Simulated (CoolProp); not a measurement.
R152A along the isotherm 123.45 °C: density (kg/m³) from the reference equation and from simpler models built on Tc = 113.3 °C, pc = 4.517 MPa, ω = 0.275; each cubic takes its own stable root.

The numbers come from the reference Helmholtz-energy equation of state, Outcalt 1996 in CoolProp. It is a modified Benedict-Webb-Rubin equation, recast in Helmholtz form.

```json
[
 {"p (MPa)": "0.0214", "phase": "gas", "reference": "0.4293", "van der Waals": "0.4292", "Soave-Redlich-Kwong": "0.4293"},
 {"p (MPa)": "0.0334", "phase": "gas", "reference": "0.6707", "van der Waals": "0.6704", "Soave-Redlich-Kwong": "0.6706"},
 {"p (MPa)": "0.0519", "phase": "gas", "reference": "1.044", "van der Waals": "1.043", "Soave-Redlich-Kwong": "1.043"},
 {"p (MPa)": "0.0809", "phase": "gas", "reference": "1.630", "van der Waals": "1.629", "Soave-Redlich-Kwong": "1.630"},
 {"p (MPa)": "0.126", "phase": "gas", "reference": "2.548", "van der Waals": "2.544", "Soave-Redlich-Kwong": "2.546"},
 {"p (MPa)": "0.196", "phase": "gas", "reference": "3.985", "van der Waals": "3.975", "Soave-Redlich-Kwong": "3.980"},
 {"p (MPa)": "0.305", "phase": "gas", "reference": "6.255", "van der Waals": "6.228", "Soave-Redlich-Kwong": "6.242"},
 {"p (MPa)": "0.475", "phase": "gas", "reference": "9.874", "van der Waals": "9.809", "Soave-Redlich-Kwong": "9.844"},
 {"p (MPa)": "0.74", "phase": "gas", "reference": "___", "van der Waals": "15.56", "Soave-Redlich-Kwong": "15.65"},
 {"p (MPa)": "1.15", "phase": "gas", "reference": "25.34", "van der Waals": "___", "Soave-Redlich-Kwong": "25.14"},
 {"p (MPa)": "1.79", "phase": "gas", "reference": "41.98", "van der Waals": "40.87", "Soave-Redlich-Kwong": "41.43"},
 {"p (MPa)": "2.79", "phase": "gas", "reference": "73.69", "van der Waals": "___", "Soave-Redlich-Kwong": "71.96"},
 {"p (MPa)": "4.35", "phase": "gas", "reference": "___", "van der Waals": "___", "Soave-Redlich-Kwong": "147.0"},
 {"p (MPa)": "6.78", "phase": "supercritical", "reference": "___", "van der Waals": "___", "Soave-Redlich-Kwong": "420.7"}
]
```

**Question.** Some entries are withheld; supply them.

**Answer.** 
- 0.74, reference: 15.73
- 1.15, van der Waals: 24.92
- 2.79, van der Waals: 70.49
- 4.35, reference: 155.2
- 4.35, van der Waals: 145.1
- 6.78, reference: 554.6
- 6.78, van der Waals: 376.3
